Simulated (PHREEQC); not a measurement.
Make-up at 30 °C: 0.087 mol CdCl2, 0.0015 mol NaCl and 0.034 mol NiCl2 per kg of water. Closed to the air; pH follows from the charge balance.

The numbers come from PHREEQC with the ion-association model, wateq4f.dat.

Precipitation was switched off in this run.

Task: Order these Cd species by the share of Cd that they hold, largest first: CdCl3-, CdCl2, Cd+2, CdCl+.

Result: CdCl+ (63 %), CdCl2 (20 %), Cd+2 (15 %), CdCl3- (1.9 %)

Task: Order these Ni species by the share of Ni that they hold, largest first: NiCl+, Ni+2, NiCl2.

Result: Ni+2 (88 %), NiCl+ (9.5 %), NiCl2 (2.5 %)

The pH is 5.39 and the ionic strength 0.189 mol/kgw.
